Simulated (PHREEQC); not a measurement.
## Brine (model solution)

Solution (25 °C): 0.81 mol/kgw MgSO4, 4.3 mol/kgw KCl and 1.3 mol/kgw MgCl2. Closed to the air; pH follows from the charge balance.

Model: Pitzer model, pitzer.dat, run in PHREEQC.

Each row changes one thing in this solution. This is a speciation only: nothing precipitates in the calculation.

| case | MgOH+ (mol/kgw) | HSO4- (mol/kgw) | SI of Sylvite (KCl) | SI of Epsomite (MgSO4:7H2O) |
|---|---|---|---|---|
| as made | 4.10e-6 | 3.75e-6 | +0.39 | -0.52 |
| temperature from 25 to 10 °C | 1.90e-6 | 1.68e-6 | +0.56 | … |
| MgCl2 left out | … | 1.83e-6 | -0.04 | -1.07 |
| temperature from 25 to 85 °C | 3.74e-5 | … | -0.09 | -1.71 |

### Question
Fill in the missing entries.

### Answer

- temperature from 25 to 10 °C, SI of Epsomite (MgSO4:7H2O): -0.27
- MgCl2 left out, MgOH+ (mol/kgw): 1.96e-6
- temperature from 25 to 85 °C, HSO4- (mol/kgw): 3.59e-5

Some of these states are supersaturated (in Sylvite, Arcanite, Schoenite, for instance). At this temperature some constants are extrapolated from 25 °C, and those without enthalpy data are left unchanged.
